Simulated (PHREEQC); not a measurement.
Model water analysis in mmol/kgw, 30 °C, pH 4.12, pe 11.5:

```tsv
constituent	mmol/kgw
Na	14
K	0.152
Ca	12.2
Mg	18.6
Cl	1.74
S(6)	35.9
Pb	0.0191
O(0) (counted as O atoms)	0.116
```

Valence states are taken as typed.

Model: ion-association model, wateq4f.dat, run in PHREEQC.

Precipitation was switched off in this run.

Order these S species by the share of S that they hold, largest first: CaSO4, NaSO4-, MgSO4, HSO4-, SO4-2.

SO4-2 (59 %), MgSO4 (25 %), CaSO4 (14 %), NaSO4- (1.6 %), HSO4- (0.24 %)

The pH is 4.12 and the ionic strength 0.0845 mol/kgw. The solution is supersaturated, for example in Anglesite, so a real one may precipitate; this is no full list.
